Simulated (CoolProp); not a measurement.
Saturation properties of sulfur hexafluoride (Tc = 45.6 °C, pc = 3.755 MPa, ω = 0.210).

Model: reference Helmholtz-energy equation of state, Guder 2009, in CoolProp.

| T (°C) | p (MPa) | liquid density (kg/m³) | surface tension (mN/m) | liquid conductivity (mW/(m K)) |
|---|---|---|---|---|
| -18.65 | 0.7199 | 1679 | 6.99 | 67.7 |
| -14.65 | 0.8162 | 1655 | 6.44 | 66.4 |
| -10.65 | 0.9217 | 1630 | 5.90 | 65.2 |
| -6.65 | 1.037 | 1604 | 5.37 | 63.9 |
| -2.65 | 1.163 | 1577 | 4.85 | … |
| 1.35 | 1.299 | 1548 | 4.34 | 61.3 |
| 5.35 | 1.447 | 1519 | 3.85 | 59.9 |
| 9.35 | 1.607 | … | 3.37 | 58.5 |
| 13.35 | 1.780 | 1454 | 2.90 | … |
| 17.45 | 1.971 | 1417 | 2.43 | 55.6 |
| 21.45 | 2.172 | 1378 | 2.00 | 54.1 |

Task: Complete the blanks.

Result: 
- -2.65, liquid conductivity (mW/(m K)): 62.6
- 9.35, liquid density (kg/m³): 1487
- 13.35, liquid conductivity (mW/(m K)): 57.1

Thermal conductivity comes from a separate model (Assael 2012). Surface tension comes from a separate correlation (Mulero 2012).
